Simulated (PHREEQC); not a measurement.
Model water analysis in mg/kgw, 83 °C, pH 3.14, pe 10.9:

| constituent | mg/kgw |
|---|---|
| Na | 2630 |
| K | 289 |
| Ca | 162 |
| Mg | 180 |
| Cl | 1350 |
| S(6) as SO4 | 5120 |
| Cd | 10.8 |
| Si as SiO2 | 2.4 |

Valence states are taken as typed.

Model: ion-association model, phreeqc.dat, run in PHREEQC.

No solid was allowed to form.

Q: Order these S species by the share of S that they hold, largest first: HSO4-, NaSO4-, SO4-2, CaSO4, MgSO4.

A: SO4-2 (64 %), NaSO4- (13 %), MgSO4 (9.8 %), HSO4- (7.7 %), CaSO4 (3.1 %)

Q: Order these Ca species by the share of Ca that they hold, largest first: CaHSO4+, CaSO4, Ca+2.

A: Ca+2 (58 %), CaSO4 (41 %), CaHSO4+ (0.86 %)

The pH is 3.14 and the ionic strength 0.160 mol/kgw. At this temperature some constants are extrapolated from 25 °C, and those without enthalpy data are left unchanged.
